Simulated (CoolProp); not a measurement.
Vapour pressure (MPa) of CH3F (R41): the reference equation beside estimates from Tc = 317.3 K, pc = 5.906 MPa, ω = 0.200. Clausius-Clapeyron is anchored at 238.4 K with a constant enthalpy of vaporisation of 14.17 kJ/mol.

The numbers come from the reference Helmholtz-energy equation of state, Lemmon 2006 in CoolProp. It is a short technical equation, of lower accuracy than the large ones.

```json
[
 {"T (K)": "212.2", "reference": "0.2424", "Clausius-Clapeyron": "0.2875", "van der Waals": "0.9345", "Redlich-Kwong": "0.3473"},
 {"T (K)": "225.3", "reference": "0.4242", "Clausius-Clapeyron": "0.4587", "van der Waals": "1.273", "Redlich-Kwong": "0.5821"},
 {"T (K)": "238.4", "reference": "0.6952", "Clausius-Clapeyron": "0.6952", "van der Waals": "1.683", "Redlich-Kwong": "0.9138"},
 {"T (K)": "251.5", "reference": "1.080", "Clausius-Clapeyron": "1.009", "van der Waals": "2.170", "Redlich-Kwong": "1.360"},
 {"T (K)": "264.5", "reference": "1.602", "Clausius-Clapeyron": "1.408", "van der Waals": "2.732", "Redlich-Kwong": "1.933"},
 {"T (K)": "277.6", "reference": "2.298", "Clausius-Clapeyron": "1.908", "van der Waals": "3.383", "Redlich-Kwong": "2.658"},
 {"T (K)": "290.7", "reference": "3.202", "Clausius-Clapeyron": "2.517", "van der Waals": "4.123", "Redlich-Kwong": "3.546"},
 {"T (K)": "303.7", "reference": "4.350", "Clausius-Clapeyron": "3.235", "van der Waals": "4.947", "Redlich-Kwong": "4.602"}
]
```

Absolute difference from the reference over all 8 rows, mean and median: Clausius-Clapeyron 13.7 and 14.5 %, van der Waals 111.1 and 85.7 %, Redlich-Kwong 23.8 and 23.3 %.
